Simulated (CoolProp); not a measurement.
Saturated liquid density (kg/m³) of n-octane: the reference equation beside estimates from Tc = 295.6 °C, pc = 2.484 MPa, ω = 0.398. Rackett uses Z = 0.29056 − 0.08775 ω.

Values from CoolProp's reference Helmholtz-energy equation of state, Beckmüller 2019.

```csv
T (°C),reference,Rackett,van der Waals,Redlich-Kwong,Soave-Redlich-Kwong,Peng-Robinson
70.75,660.5,668.0,368.6,542.3,570.2,643.0
78.75,653.7,660.8,365.0,536.1,564.7,637.1
86.75,646.7,653.6,361.3,529.7,559.0,631.0
94.75,639.6,646.2,357.6,523.1,553.1,624.6
102.85,632.4,638.6,353.6,516.2,546.9,617.9
110.85,625.1,630.9,349.7,509.3,540.5,611.0
118.85,617.6,623.1,345.6,502.1,533.9,603.8
126.85,610.0,615.2,341.4,494.7,527.0,596.3
```

Absolute difference from the reference over all 8 rows, mean and median: Rackett 1.0 and 1.0 %, van der Waals 44.1 and 44.1 %, Redlich-Kwong 18.3 and 18.3 %, Soave-Redlich-Kwong 13.6 and 13.6 %, Peng-Robinson 2.4 and 2.3 %.
